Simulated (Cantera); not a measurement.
Feed: 1 mol Si, 2.1 mol NF3, 18 mol H2, at 1675 K and 10.0 mbar.

Equilibrium computed with Cantera from the NASA thermochemical tables; the gas is ideal and each condensed phase is pure. The tables' values for SiF3, SiF2 are old estimates; treat these amounts as uncertain. The numbers say what is thermodynamically allowed, not how fast it happens.

```
species    before    after
-------  --------  -------
F         1.31e-8    0.294
N2         0.0493    0.241
HF          0.117    0.234
H2          0.786    <1e-9
SiF4       0.0384    0.230
SiF3      0.00754  2.00e-9
H         0.00103    <1e-9
SiF2     0.000640    <1e-9
SiHF3    0.000388    <1e-9
F2          <1e-9  2.87e-5
```
Gas species are given as mole fractions.

Problem. Name the change that produced these shifts.
(A) temperature from 1675 K to 1400 K
(B) H2 from 18 to 0.15 mol
(C) H2 from 18 to 0.94 mol
(D) H2 from 18 to 0.51 mol

Solution. D, H2 from 18 to 0.51 mol
